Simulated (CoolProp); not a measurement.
Values from CoolProp's reference Helmholtz-energy equation of state, Fiedler 2023.

Give the vapour pressure (MPa), vapour density (kg/m³), enthalpy of vaporisation (kJ/kg) of saturated tetrahydrofuran at 277 K.


| T (K) | p (MPa) | vapour density (kg/m³) | enthalpy of vaporisation (kJ/kg) |
|---|---|---|---|
| 277 | 0.00785 | 0.247 | 460 |
